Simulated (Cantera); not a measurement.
**Premixed flame**

A freely propagating, adiabatic, planar premixed flame of 28.2 % H₂, 12.2 % O₂, 59.6 % N₂, unburnt at 500 K and 660000 Pa; mixture-averaged transport, grid criteria slope 0.08 and curve 0.16, no radiation.

Computed with Cantera and the H2/O2 subset of GRI-Mech 3.0, which has no nitrogen chemistry. The hydrogen kinetics of GRI-Mech 3.0 are dated; newer H2 mechanisms differ, most at raised pressure. Burning velocities carry a grid error of a few per cent, more on coarse grids.

| z (mm) | T (K) | u (m/s) | x H₂ | x O₂ | x H₂O | x H | x HO₂ | x H₂O₂ |
|---|---|---|---|---|---|---|---|---|
| -0.126 | 500 | 3.79 | 0.282 | 0.122 | 1.21e-8 | <1e-8 | <1e-8 | <1e-8 |
| -0.0837 | 500 | 3.79 | 0.281 | 0.122 | 4.28e-7 | <1e-8 | 1.96e-8 | <1e-8 |
| -0.0628 | 500 | 3.79 | 0.281 | 0.122 | 3.56e-6 | <1e-8 | 1.88e-7 | 1.60e-8 |
| -0.0419 | 503 | 3.79 | 0.278 | 0.123 | 6.09e-5 | <1e-8 | 4.26e-6 | 3.72e-7 |
| -0.0209 | 571 | 4.19 | 0.253 | 0.125 | 0.00415 | 1.32e-5 | 0.000439 | 3.50e-5 |
| -0.0105 | 873 | 6.18 | 0.207 | 0.116 | 0.0358 | 0.00148 | 0.000902 | 0.000112 |
| 0 | 1313 | 9.08 | 0.144 | 0.0841 | 0.106 | 0.00989 | 0.000413 | 3.85e-5 |
| 0.0105 | 1626 | 11.1 | 0.0902 | 0.0459 | 0.177 | 0.0196 | 0.000187 | 5.54e-6 |
| 0.0209 | 1801 | 12.3 | 0.0627 | 0.0234 | 0.217 | 0.0228 | 8.54e-5 | 3.13e-6 |
| 0.0419 | 1967 | 13.3 | 0.0482 | 0.00990 | 0.242 | 0.0194 | 3.16e-5 | 1.80e-6 |
| 0.0837 | 2103 | 14.1 | 0.0440 | 0.00522 | 0.255 | 0.0127 | 1.44e-5 | 1.03e-6 |
| 0.167 | 2200 | 14.7 | 0.0411 | 0.00275 | 0.264 | 0.00750 | 6.53e-6 | 6.15e-7 |
| 0.335 | 2263 | 15.1 | 0.0388 | 0.00124 | 0.271 | 0.00429 | 2.49e-6 | 3.42e-7 |
x: mole fraction of selected species; z is measured from the peak of heat release.

```yaml
laminar_burning_velocity: 379 cm/s
thermal_thickness: 0.0419 mm
peak x(H): 0.0229
peak x(HO₂): 0.00102
peak x(H₂O₂): 0.000112
grid_points: 112
```
